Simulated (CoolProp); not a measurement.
Saturation properties of ammonia.

Model: reference Helmholtz-energy equation of state, Gao 2020, in CoolProp.

| T (°C) | p (kPa) | vapour density (kg/m³) | enthalpy of vaporisation (kJ/kg) | liquid viscosity (µPa s) |
|---|---|---|---|---|
| -55.25 | 29.62 | 0.2820 | 1432 | 358 |
| -44.95 | 54.58 | 0.4992 | 1403 | 302 |
| -34.75 | 94.24 | 0.8316 | 1374 | 260 |
| -24.55 | 154.6 | 1.322 | 1343 | 227 |
| -14.25 | 243.7 | 2.026 | 1310 | 200 |
| -4.05 | 368.0 | 2.987 | 1276 | 178 |
| 6.25 | 539.1 | 4.292 | 1239 | 159 |
| 16.45 | 763.9 | 5.994 | 1200 | 143 |
| 26.65 | 1055 | 8.195 | 1159 | 130 |
| 36.95 | 1427 | 11.04 | 1114 | 118 |

It boils at -33.3 °C under 1 atm.

Viscosity comes from a separate model (Fenghour 1995).
